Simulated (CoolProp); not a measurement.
Vapour-liquid equilibrium of R125 (1) + fluoroethane (R161) (2) at 5.44 bar; x and y are mole fractions of (1).

Values from CoolProp's multi-fluid Helmholtz-energy mixture model, Lemmon 2005 and Wu 2012; pair parameters Bell 2016.

| x | bubble temperature (°C) | y at the bubble point | dew temperature at overall composition x (°C) | liquid density (mol/L) |
|---|---|---|---|---|
| 0.05 | 6.2 | 0.066 | [?] | 15.27 |
| 0.2 | 4.0 | 0.268 | 4.8 | [?] |
| 0.35 | 1.4 | [?] | 2.9 | 13.82 |
| 0.5 | -1.1 | 0.609 | 0.7 | 13.16 |
| 0.65 | -3.2 | 0.737 | -1.8 | [?] |
| 0.8 | -4.9 | 0.849 | [?] | [?] |
| 0.95 | -6.1 | 0.960 | -6.0 | 11.41 |

Question: Fill in the missing entries.

Answer: 
- 0.05, dew temperature at overall composition x (°C): 6.4
- 0.2, liquid density (mol/L): 14.52
- 0.35, y at the bubble point: 0.453
- 0.65, liquid density (mol/L): 12.54
- 0.8, dew temperature at overall composition x (°C): -4.2
- 0.8, liquid density (mol/L): 11.95

No azeotrope shows between x = 0.05 and 0.95.

Pair parameters are fitted to limited data, so mixtures are less certain than the pure fluids. The gap from Raoult's law changes sign with composition, which may be real or a fault of the pair parameters; it wasn't checked against measurements.
